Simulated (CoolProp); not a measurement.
Vapour-liquid equilibrium of carbon dioxide (1) + n-pentane (2) at -22.05 °C; x and y are mole fractions of (1).

Model: multi-fluid Helmholtz-energy mixture model, Span 1996 and Thol 2019; pair parameters Kunz 2012, in CoolProp.

```tsv
x	bubble pressure (kPa)	y at the bubble point	dew pressure at overall composition x (kPa)	liquid density (mol/L)
0.05	138.6	0.942	8.497	9.520
0.15	425.5	0.981	9.500	10.15
0.25	702.1	0.988	10.77	10.88
0.35	931.0	0.991	12.43	11.72
0.45	1101	0.993	14.69	12.71
0.55	1224	0.994	17.96	13.87
0.65	1324	0.995	23.08	15.26
0.75	1428	0.995	32.31	16.97
0.85	1559	0.997	53.83	19.12
0.95	1738	0.999	161.4	21.91
```

No azeotrope shows between x = 0.05 and 0.95.

The pair parameters rest on a limited set of measurements; away from them the model extrapolates. The gap from Raoult's law changes sign with composition, which may be real or a fault of the pair parameters; it wasn't checked against measurements. With so large a gap from Raoult's law the liquid may split in two, which this calculation doesn't test in full.
